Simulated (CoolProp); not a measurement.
A single-stage vapour-compression cycle with n-hexane: evaporating at 312.15 K (dew point), condensing at 366.15 K (bubble point), superheat 2 K, subcooling 8 K, compressor efficiency 0.85, no pressure losses. Each further row changes one setting.

The numbers come from the reference Helmholtz-energy equation of state, Thol 2019 in CoolProp.

```tsv
case	cooling COP	pressure ratio	discharge temperature (K)	refrigerating effect (kJ/kg)	volumetric capacity (kJ/m³)
as stated	4.06	5.72	366.1	248	300
evaporating temperature 317.15 K	4.67	4.72	366.1	256	371
condensing temperature 361.15 K	4.62	4.99	361.2	260	315
subcooling 13 K	4.27	5.72	366.1	260	315
superheat 12 K	4.14	5.72	366.1	265	311
compressor efficiency 0.75	3.58	5.72	366.1	248	300
```

The compression ends wet for: as stated; evaporating temperature 317.15 K; condensing temperature 361.15 K; subcooling 13 K; superheat 12 K; compressor efficiency 0.75.
